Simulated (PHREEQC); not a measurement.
Copper plating or etch bath: an equilibrium model

Solution (50 °C): 0.0044 mol Cu(NO3)2 per kg of water. Closed to the air; pH follows from the charge balance.

Computed with PHREEQC (ion-association model, wateq4f.dat).

Precipitation was switched off in this run.

Problem. What pH does the model give?

Solution. pH 4.66.

Species that the database lacks are ignored. At this temperature some constants are extrapolated from 25 °C, and those without enthalpy data are left unchanged.
